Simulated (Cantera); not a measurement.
**Equilibrium for aluminium nitride and oxide growth: Al(CH₃)₃ + N₂ + H₂**

Input: 1 mol Al(CH₃)₃, 1.9 mol N₂, 3.5 mol H₂, at 1925 K and 3.60 mbar.

Equilibrium computed with Cantera from the NASA thermochemical tables; the gas is ideal and each condensed phase is pure. Candidate condensed phases: Al, AlN, C, C₆H₆, C₇H₈, C₈H₁₈; 97 gas species. The feed counts by its element totals alone. Rates play no part.

The x(H₂) comes out as 0.766 and the x(N₂) is 0.161. The x(Al) is 0.0539 and the x(H) is 0.0139. The x(HCN) is 0.00381. The x(AlH) comes out as 0.000939, the x(C₂H₂ (acetylene)) is 0.000351 and the x(HNC) is 0.000188. The x(Al₂) is 4.80e-6. The n(AlN(s)) comes out as 0.434 mol and the n(C(graphite)) is 2.95 mol. The gas amount is 10.32 mol and the log10 activity of Al(l) (absent) comes out as -1.18.
